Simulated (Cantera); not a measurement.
Input: 1 mol Al(CH3)3, 13 mol H2O, 260 mol N2, held at 1075 K and 1.33 mbar.

Cantera equilibrium calculation (NASA polynomials, part measured and part estimated; ideal gas, pure solids and liquids). Candidate condensed phases: Al, AlN, Al2O3, C, C6H6, C7H8, C8H18, H2O; 148 gas species. The feed counts by its element totals alone. Rates play no part.

Base state: N2 0.927, H2 0.0367, H2O 0.0257, CO 0.00610, CO2 0.00460 (mole fractions); condensed: Al2O3(s).

### Question
What changes in the equilibrium state with this change: H2O from 13 to 0.32 mol?

### Answer
```tsv
species	before	after
N2	0.927	0.981
H2	0.0367	0.0182
CO	0.00610	0.000789
H2O	0.0257	2.42e-9
CO2	0.00460	<1e-9
Al2O3(s), mol	0.500	0.0371
AlN(s), mol	0	0.926
C(graphite), mol	0	2.79
```
Mutual solubility and eutectic melting of coexisting phases are not modelled.

### Question
What changes in the equilibrium state with this change: temperature from 1075 K to 2123.15 K?

### Answer
```
species         before     after
-------------  -------  --------
N2               0.927     0.917
H2              0.0367    0.0278
H2O             0.0257    0.0248
H              7.70e-8    0.0164
OH               <1e-9   0.00181
O                <1e-9  0.000757
Al2O3(s), mol    0.500     0.498
```
